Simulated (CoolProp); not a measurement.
Vapour-liquid equilibrium of ethane (1) + n-pentane (2) at 158 kPa; x and y are mole fractions of (1).

The numbers come from the multi-fluid Helmholtz-energy mixture model, Bücker 2006 and Thol 2019; pair parameters Kunz 2012 in CoolProp.

```csv
x,"bubble temperature, mixture model (K)","bubble temperature, Raoult's law (K)","y, mixture model","y, Raoult's law"
0.05,?,276.9,?,0.826
0.15,?,242.0,0.974,0.974
0.25,224.6,226.8,0.992,0.992
0.35,?,217.6,0.996,0.996
0.45,?,211.2,0.998,0.998
0.55,?,206.4,0.999,0.999
0.65,?,202.5,0.999,0.999
0.75,?,199.3,1.000,1.000
0.85,196.5,196.6,1.000,1.000
0.95,194.3,194.3,1.000,1.000
```

Q: What belongs in the gaps?

A: 
- 0.05, bubble temperature, mixture model (K): 281.6
- 0.05, y, mixture model: 0.776
- 0.15, bubble temperature, mixture model (K): 241.1
- 0.35, bubble temperature, mixture model (K): 215.4
- 0.45, bubble temperature, mixture model (K): 209.4
- 0.55, bubble temperature, mixture model (K): 205.1
- 0.65, bubble temperature, mixture model (K): 201.7
- 0.75, bubble temperature, mixture model (K): 199.0

The largest gap from Raoult's law is +4.7 K in bubble temperature, at x = 0.05. No azeotrope shows between x = 0.05 and 0.95.

The pair parameters rest on a limited set of measurements; away from them the model extrapolates. The gap from Raoult's law changes sign with composition, which may be real or a fault of the pair parameters; it wasn't checked against measurements.
